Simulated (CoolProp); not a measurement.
Properties of ethylene along the isobar 7.1 MPa.

Values from CoolProp's reference Helmholtz-energy equation of state, Smukala 2000.

| T (°C) | phase | cp (kJ/(kg K)) | cv (kJ/(kg K)) | expansivity (1/kK) |
|---|---|---|---|---|
| -72.05 | liquid | 2.448 | 1.327 | 2.820 |
| -55.55 | liquid | 2.533 | 1.321 | 3.221 |
| -39.05 | liquid | 2.670 | 1.330 | 3.826 |
| -22.55 | liquid | 2.896 | 1.352 | 4.842 |
| -6.05 | liquid | 3.325 | 1.392 | 6.904 |
| 10.45 | supercritical | 4.529 | 1.470 | 13.38 |
| 26.95 | supercritical | 9.521 | 1.639 | 47.95 |
| 43.45 | supercritical | 4.054 | 1.536 | 17.00 |
| 59.95 | supercritical | 2.970 | 1.518 | 10.07 |
| 76.45 | supercritical | 2.594 | 1.535 | 7.363 |
| 92.95 | supercritical | 2.425 | 1.567 | 5.908 |

The peak of cp marks the crossing from liquid-like to gas-like fluid above the critical point.
